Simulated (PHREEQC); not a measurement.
Make-up at 25 °C: 63 mmol/kgw Ba(NO3)2. It is in equilibrium with CO2 at log p = -3.4 (atm). Otherwise closed; pH follows from the charge balance.

Model: ion-association model, wateq4f.dat, run in PHREEQC.

Each row changes one thing in this solution. Precipitation was switched off in this run.

```csv
case,pH,CO2 (mol/kgw),HCO3- (mol/kgw)
as made,5.56,1.30e-5,2.91e-6
Ba(NO3)2 from 0.063 to 0.0945 mol/kgw,5.55,1.27e-5,2.92e-6
Ba(NO3)2 from 0.063 to 0.0063 mol/kgw,5.60,1.35e-5,2.72e-6
temperature from 25 to 10 °C,5.53,2.05e-5,3.29e-6
temperature from 25 to 60 °C,5.63,6.27e-6,1.93e-6
Ba(NO3)2 replaced by HNO3 at the same molality,1.27,1.34e-5,1.39e-10
Ba(NO3)2 from 0.063 to 0.126 mol/kgw,5.54,1.24e-5,2.92e-6
```

At this temperature some constants are extrapolated from 25 °C, and those without enthalpy data are left unchanged.
